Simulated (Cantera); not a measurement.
What does this Cantera script print?

```python
import numpy as np
import cantera as ct

gas = ct.Solution("gri30.yaml")
gas.TPX = 550, 100000, {'CH4': 1, 'O2': 4.76, 'N2': 17.9, 'CO2': 0.76}
inlet = ct.Reservoir(gas, clone=True)
gas.equilibrate("HP")  # start burning
reactor = ct.IdealGasConstPressureReactor(gas, energy="on", clone=False)
exhaust = ct.Reservoir(gas, clone=True)
tau = [0.27, 0.083, 0.026, 0.008, 0.0025, 0.00076, 0.00024, 7.3e-05, 2.3e-05][0]
for a, b in ((inlet, reactor), (reactor, exhaust)):
    ct.MassFlowController(a, b, mdot=lambda t: reactor.mass / tau)
net = ct.ReactorNet([reactor])
show = ['CH4', 'O2', 'CO2', 'NO2', 'OH', 'O']

rows = []
print(f"{'tau/s':>10s}{'T/K':>9s}" + "".join(f"{s:>11s}" for s in show))
for tau in [0.27, 0.083, 0.026, 0.008, 0.0025, 0.00076, 0.00024, 7.3e-05, 2.3e-05]:
    net.initial_time = 0.0
    net.advance(30 * tau)
    before = gas.X
    net.advance(40 * tau)
    drift = np.max(np.abs(gas.X - before) / (gas.X + 1e-9))
    rows.append([gas.T, *gas[show].X, drift])
    print(f"{tau:10.3e}{gas.T:9.1f}" + "".join(f"{x:11.3e}" for x in gas[show].X))
```

Output:

```
     tau/s      T/K        CH4         O2        CO2        NO2         OH          O
 2.700e-01   1481.1  1.550e-05  1.131e-01  7.185e-02  1.515e-08  2.815e-04  3.441e-05
 8.300e-02   1477.8  3.341e-05  1.132e-01  7.157e-02  1.295e-08  4.013e-04  7.304e-05
 2.600e-02   1471.1  7.180e-05  1.134e-01  7.094e-02  8.209e-09  5.583e-04  1.503e-04
 8.000e-03   1456.2  1.618e-04  1.141e-01  6.947e-02  4.342e-09  7.471e-04  2.956e-04
 2.500e-03   1421.5  4.140e-04  1.161e-01  6.585e-02  2.274e-09  8.797e-04  4.867e-04
 7.600e-04    550.0  4.095e-02  1.949e-01  3.112e-02  1.371e-20  3.810e-25  1.257e-26
 2.400e-04    550.0  4.095e-02  1.949e-01  3.112e-02 -1.223e-24  8.332e-26  1.745e-27
 7.300e-05    550.0  4.095e-02  1.949e-01  3.112e-02 -7.725e-26  2.738e-26  3.597e-28
 2.300e-05    550.0  4.095e-02  1.949e-01  3.112e-02 -4.879e-27  7.484e-27  5.390e-29
```

Model: GRI-Mech 3.0 (53 species, 325 reactions), integrated in Cantera.
